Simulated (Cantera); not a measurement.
Input (Python, Cantera) and output of one run.

```python
import numpy as np
import cantera as ct

gas_names = """
    B BF BF2 BF3 BH BHF2 BH2 BH3 BN B2 F F2 H HF H2 H2F2 H3F3 H4F4 H5F5 H6F6 H7F7 N NF NF2 NF3 NH NH2
    NH3 N2 N2H2 N2H4
""".split()
cond_names = """
    B(b) B(L) BN(s)
""".split()


# ... load() reads the species with a 1 bar reference pressure and builds the phases ...
atoms = {
    'BF3': {'B': 1, 'F': 3},
    'N2': {'N': 2},
    'H2': {'H': 2},
}
top_T = {'BN(s)': 3200}  # K; cautious upper limits of use, not melting points


# ... equilibrate(T, P, feed) seeds the gas with the atoms and calls Mixture.equilibrate('TP', solver="vcs", rtol=1e-11, max_steps=5000) ...
results = []
feed = {'BF3': 1, 'N2': 25, 'H2': 0.59}  # mol
T = 1198  # K
P = 31000  # Pa
mix = equilibrate(T, P, feed)
results.append((T, P, feed, dict(zip(mix.species_names, mix.species_moles))))
print(gas.report(threshold=1e-06))
for i in range(1, mix.n_phases):
    print(f"{mix.phase(i).name:16s} {mix.phase_moles(i):12.5e} mol")
```

Output:

```
       temperature   1198 K
          pressure   31000 Pa
           density   0.089968 kg/m^3
  mean mol. weight   28.908 kg/kmol
   phase of matter   gas

                          1 kg             1 kmol
                     ---------------   ---------------
          enthalpy       -4.5418e+05       -1.3129e+07  J
   internal energy       -7.9874e+05        -2.309e+07  J
           entropy            8612.1        2.4896e+05  J/K
    Gibbs function       -1.0771e+07       -3.1138e+08  J
 heat capacity c_p            1216.8             35175  J/K
 heat capacity c_v            929.16             26860  J/K

                      mass frac. Y      mole frac. X     chem. pot. / RT
                     ---------------   ---------------   ---------------
               BF3          0.085745          0.036556           -153.88
              BHF2        2.6794e-05        1.5549e-05           -119.45
                HF         0.0021616         0.0031234           -57.456
                H2         0.0014379          0.020619           -23.026
                N2           0.91063           0.93968           -26.583
     [  +26 minor]        1.2716e-06        9.1299e-07

B(b)              0.00000e+00 mol
BN(s)             2.75396e-02 mol
```

Method: chemical equilibrium by Gibbs-energy minimisation in Cantera with the NASA 1993 tables (ideal gas, pure condensed phases). N2 is the only nitrogen source here; it is nearly inert below about 1500 K, so the nitride shown seldom forms there in practice.
